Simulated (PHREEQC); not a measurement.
A solution holds 110 mmol/kgw H3PO4, 8.9 mmol/kgw Na2HPO4 and 32 mmol/kgw NaCl, at 9 °C. Closed to the air; pH follows from the charge balance.

Model: ion-association model, phreeqc.dat, run in PHREEQC.

```
quantity                   before    after
------------------------  -------  -------
pH                           1.71     1.49
ionic strength (mol/kgw)   0.0732   0.0886
H3PO4 (mol/kgw)            0.0777    0.172
H2PO4- (mol/kgw)           0.0412   0.0566
HPO4-2 (mol/kgw)          2.26e-7  1.98e-7
NaHPO4- (mol/kgw)         9.27e-9  7.65e-9
SI of Halite (NaCl)         -4.55    -4.56
```

Question: What was changed between the two runs?
A. Na2HPO4 left out
B. Na2HPO4 from 0.0089 to 0.00089 mol/kgw
C. H3PO4 from 0.11 to 0.22 mol/kgw
D. diluted 2-fold with water

Answer: C, H3PO4 from 0.11 to 0.22 mol/kgw

No solid was allowed to form. Constants without temperature data keep their 25 °C values here.
